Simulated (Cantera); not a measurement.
A closed system holds: 1 mol toluene, 0.51 mol O₂, equilibrated at 11.0 bar.

Equilibrium computed with Cantera from the NASA thermochemical tables; the gas is ideal and each condensed phase is pure. Candidate condensed phases: C, C₆H₆, C₇H₈, C₈H₁₈, H₂O; 110 gas species. Equilibrium is a limit: real reactors are often held back by kinetics, nucleation or transport. All values below are at 1552 °C.

Base state: H₂ 0.791, CO 0.204, CH₄ 0.00487, H₂O 0.000447, C₂H₂ (acetylene) 0.000170, H 0.000118, CO₂ 2.94e-5, C₂H₄ 2.91e-5 (mole fractions); condensed: C(graphite).

Problem. What changes in the equilibrium state with this change: toluene replaced by CH₃OH?

Solution. 
```tsv
species	before	after
H₂	0.791	0.380
H₂O	0.000447	0.286
CO	0.204	0.280
CO₂	2.94e-5	0.0537
C₂H₂ (acetylene)	0.000170	<1e-9
C₂H₄	2.91e-5	<1e-9
C(graphite), mol	5.96	0
```
